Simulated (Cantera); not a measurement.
Input (Python, Cantera):

```python
import numpy as np
import cantera as ct

gas = ct.Solution("gri30.yaml")
gas.TPX = 1223, 1000000, {'CO': 1, 'H2': 0.051, 'CH4': 0.55, 'O2': 2.66, 'N2': 10}
reactor = ct.IdealGasReactor(gas, energy="on", clone=False)
net = ct.ReactorNet([reactor])
net.rtol, net.atol = 1e-08, 1e-16
show = ['CO', 'H2', 'CH4', 'HO2', 'H', 'CH2']
times = np.geomspace(6e-06, 0.3, 10)

steps = ct.SolutionArray(gas, extra=["t"])
rows = []
print(f"{'t/s':>10s}{'T/K':>9s}{'P/Pa':>11s}" + "".join(f"{s:>11s}" for s in show))
for t in times:
    while net.time < t:
        t_next = net.step()
        steps.append(gas.state, t=t_next)
    rows.append([np.interp(t, steps.t, y) for y in (steps.T, steps.P, *steps(*show).X.T)])
    print(f"{t:10.3e}{rows[-1][0]:9.1f}{rows[-1][1]:11.4g}" + "".join(f"{x:11.3e}" for x in rows[-1][2:]))
rate = np.gradient(steps.T, steps.t)
print("integrator steps:", len(steps.t))
if steps.T.max() > steps.T[0] + 200:
    print(f"time of steepest temperature rise: {steps.t[rate.argmax()]:.4e} s")
gas.TPX = 1223, 1000000, {'CO': 1, 'H2': 0.051, 'CH4': 0.55, 'O2': 2.66, 'N2': 10}
gas.equilibrate("UV")
print(f"equilibrium (UV): T = {gas.T:.1f} K  " + "  ".join(f"{s} {gas[s].X[0]:.3e}" for s in show))
```

Result:

```
       t/s      T/K       P/Pa         CO         H2        CH4        HO2          H        CH2
 6.000e-06   1223.0      1e+06  7.012e-02  3.576e-03  3.857e-02  4.310e-08  5.727e-10  2.316e-15
 1.996e-05   1223.0      1e+06  7.012e-02  3.576e-03  3.857e-02  1.376e-07  1.429e-09  1.939e-14
 6.643e-05   1223.0      1e+06  7.012e-02  3.575e-03  3.856e-02  5.386e-07  6.153e-09  3.613e-13
 2.210e-04   1223.7  1.001e+06  7.009e-02  3.560e-03  3.850e-02  2.726e-06  3.789e-08  1.006e-11
 7.355e-04   1232.3  1.007e+06  6.988e-02  3.472e-03  3.785e-02  7.770e-06  1.046e-07  4.990e-11
 2.447e-03   2714.2  2.156e+06  8.929e-03  9.980e-04  6.088e-17  1.952e-05  4.109e-04  2.979e-16
 8.143e-03   2712.2  2.154e+06  8.889e-03  9.943e-04  6.013e-17  1.933e-05  4.072e-04  2.905e-16
 2.710e-02   2712.2  2.154e+06  8.889e-03  9.943e-04  6.013e-17  1.933e-05  4.072e-04  2.905e-16
 9.016e-02   2712.2  2.154e+06  8.889e-03  9.943e-04  6.013e-17  1.933e-05  4.072e-04  2.905e-16
 3.000e-01   2712.2  2.154e+06  8.889e-03  9.943e-04  6.013e-17  1.933e-05  4.072e-04  2.905e-16
integrator steps: 2179
time of steepest temperature rise: 1.3514e-03 s
equilibrium (UV): T = 2712.2 K  CO 8.889e-03  H2 9.943e-04  CH4 8.464e-17  HO2 1.933e-05  H 4.072e-04  CH2 4.144e-16
```

Detailed kinetics in Cantera: GRI-Mech 3.0 (53 species, 325 reactions).
